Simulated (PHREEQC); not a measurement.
Dissolve 0.0066 mol/kgw KHCO3 and 0.00027 mol/kgw NaOH at 25 °C. Closed to the air; pH follows from the charge balance.

The numbers come from PHREEQC with the ion-association model, wateq4f.dat.

| quantity | before | after |
|---|---|---|
| pH | 8.86 | 2.36 |
| ionic strength (mol/kgw) | 0.00715 | 0.0166 |

Q: Which change was made?
A. diluted 100-fold with water
B. KHCO3 from 0.0066 to 0.033 mol/kgw
C. KHCO3 replaced by KHSO4 at the same molality
D. NaOH from 0.00027 to 0.000297 mol/kgw
E. temperature from 25 to 65 °C

A: C, KHCO3 replaced by KHSO4 at the same molality

No solid was allowed to form.
